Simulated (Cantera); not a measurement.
What does this Cantera script print?

```python
import numpy as np
import cantera as ct

gas_names = """
    CL CL2 H HCL H2 Si SiCL SiCL2 SiCL3 SiCL4 SiH SiHCL3 SiH2 SiH2CL2 SiH3 SiH3CL SiH4 Si2 Si3
""".split()
cond_names = """
    Si(cr) Si(L)
""".split()


# ... load() reads the species with a 1 bar reference pressure and builds the phases ...
atoms = {
    'Si': {'Si': 1},
    'HCl': {'H': 1, 'CL': 1},
    'H2': {'H': 2},
}
top_T = {}  # K; cautious upper limits of use, not melting points


# ... equilibrate(T, P, feed) seeds the gas with the atoms and calls Mixture.equilibrate('TP', solver="vcs", rtol=1e-11, max_steps=5000) ...
results = []
feed = {'Si': 1, 'HCl': 0.99, 'H2': 1}  # mol
P = 10000  # Pa
for T in [673, 723, 773, 823, 873, 923, 973, 1023]:
    mix = equilibrate(T, P, feed)
    results.append((T, P, feed, dict(zip(mix.species_names, mix.species_moles))))

top = {s: max(r[3][s] / sum(r[3][g] for g in gas_names) for r in results) for s in gas_names}
cols = sorted((s for s in top if top[s] > 0.0001), key=lambda s: -top[s])[:6]
seen = [c for c in cond_names if any(r[3].get(c, 0) > 1e-12 for r in results)]
print("log10 of partial pressures in bar; condensed amounts in mol")
print(f"{'T/K':>10s}" + "".join(f"{s[:9]:>10s}" for s in cols + seen))
for T, P, feed, n in results:
    ng = sum(n[g] for g in gas_names)
    print(f"{T:10.4g}" + "".join(f"{np.log10(max(n[s] / ng * P / 1e5, 1e-99)):10.3f}" for s in cols)
          + "".join(f"{n.get(c, 0):10.4g}" for c in seen))
```

It prints:

```
log10 of partial pressures in bar; condensed amounts in mol
       T/K        H2     SiCL4    SiHCL3       HCL     SiCL3     SiCL2    Si(cr)
       673    -1.072    -1.942    -2.417    -4.496    -6.364    -8.117    0.7354
       723    -1.073    -1.940    -2.427    -4.111    -5.797    -7.256    0.7359
       773    -1.073    -1.939    -2.436    -3.777    -5.305    -6.509    0.7366
       823    -1.073    -1.939    -2.446    -3.484    -4.873    -5.854    0.7376
       873    -1.074    -1.940    -2.457    -3.227    -4.493    -5.277    0.7389
       923    -1.076    -1.944    -2.469    -2.999    -4.157    -4.765    0.7408
       973    -1.078    -1.950    -2.482    -2.796    -3.858    -4.308    0.7432
      1023    -1.081    -1.961    -2.499    -2.615    -3.593    -3.900    0.7462
```

Method: chemical equilibrium by Gibbs-energy minimisation in Cantera with the NASA 1993 tables (ideal gas, pure condensed phases). The tables' values for SiCl3 are old estimates; treat these amounts as uncertain.
